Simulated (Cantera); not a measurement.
# Hydrocarbon pyrolysis for carbon deposition

An isothermal, constant-pressure homogeneous reactor starts with CH4 : N2 = 1 : 78 (molar parts), at 1800 K and 100.0 Torr.

Computed with Cantera and GRI-Mech 3.0 (53 species, 325 reactions). GRI-Mech 3.0 stops at C3 and has no aromatics, soot or wall deposition, so with more carbon than oxygen in the feed, carbon stays in small species such as C2H2 where larger ones or solid carbon would form.

```json
[
 {"t (s)": "3.00e-5", "x CH4": "0.0127", "x C2H4": "4.64e-11", "x CH2": "9.10e-11", "x C2H": "<1e-12", "x H2": "1.22e-6"},
 {"t (s)": "0.000120", "x CH4": "0.0126", "x C2H4": "5.85e-9", "x CH2": "1.98e-9", "x C2H": "<1e-12", "x H2": "7.48e-6"},
 {"t (s)": "0.000482", "x CH4": "0.0126", "x C2H4": "4.59e-7", "x CH2": "2.38e-8", "x C2H": "<1e-12", "x H2": "3.39e-5"},
 {"t (s)": "0.00193", "x CH4": "0.0123", "x C2H4": "2.82e-5", "x CH2": "2.55e-7", "x C2H": "2.41e-10", "x H2": "0.000197"},
 {"t (s)": "0.00775", "x CH4": "0.00945", "x C2H4": "0.000646", "x CH2": "1.56e-6", "x C2H": "3.69e-8", "x H2": "0.00344"},
 {"t (s)": "0.0311", "x CH4": "0.00279", "x C2H4": "9.33e-5", "x CH2": "1.05e-6", "x C2H": "1.99e-7", "x H2": "0.0142"},
 {"t (s)": "0.124", "x CH4": "0.000458", "x C2H4": "3.61e-6", "x CH2": "3.44e-7", "x C2H": "3.14e-7", "x H2": "0.0180"},
 {"t (s)": "0.499", "x CH4": "6.78e-5", "x C2H4": "4.45e-7", "x CH2": "7.12e-8", "x C2H": "3.72e-7", "x H2": "0.0186"},
 {"t (s)": "2.00", "x CH4": "1.01e-5", "x C2H4": "3.61e-7", "x CH2": "1.16e-8", "x C2H": "3.88e-7", "x H2": "0.0187"}
]
```
x: mole fraction; the columns are a selection and need not sum to one.

Equilibrium at this temperature and pressure: CH4 3.81e-7, C2H4 2.17e-8, CH2 4.51e-10, C2H 2.37e-8, H2 0.0187 (gas phase only).
